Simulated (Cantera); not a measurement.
Pyrogenic steam for wet oxidation

An isothermal, constant-pressure homogeneous reactor starts with 6.67 % H2, 9.52 % O2, 83.8 % N2, equivalence ratio 0.35, at 1150 K and 0.227 atm.

Computed with Cantera and the H2/O2 subset of GRI-Mech 3.0, which has no nitrogen chemistry. The temperature is held fixed by assumption; the heat of reaction is taken as removed at once.

| t (s) | x H2 | x O2 | x H | x H2O | x HO2 |
|---|---|---|---|---|---|
| 0.000900 | 0.00390 | 0.0648 | 0.0104 | 0.0581 | 1.02e-5 |
| 0.00280 | 0.000393 | 0.0639 | 0.000220 | 0.0682 | 6.79e-6 |
| 0.00874 | 3.00e-5 | 0.0640 | 3.92e-6 | 0.0689 | 1.54e-6 |
| 0.0272 | 2.96e-6 | 0.0640 | 1.66e-7 | 0.0689 | 2.44e-7 |
| 0.0849 | 4.42e-7 | 0.0640 | 1.38e-8 | 0.0690 | 4.91e-8 |
| 0.264 | 9.73e-8 | 0.0640 | 1.71e-9 | 0.0690 | 1.26e-8 |
| 0.824 | 2.64e-8 | 0.0640 | 2.63e-10 | 0.0690 | 3.97e-9 |
| 2.57 | 8.16e-9 | 0.0640 | 4.72e-11 | 0.0690 | 1.91e-9 |
| 8.00 | 3.31e-9 | 0.0640 | 1.23e-11 | 0.0690 | 1.69e-9 |
x: mole fraction; the columns are a selection and need not sum to one.

Equilibrium at this temperature and pressure: H2 2.46e-9, O2 0.0640, H 7.76e-12, H2O 0.0690, HO2 1.77e-9 (gas phase only).
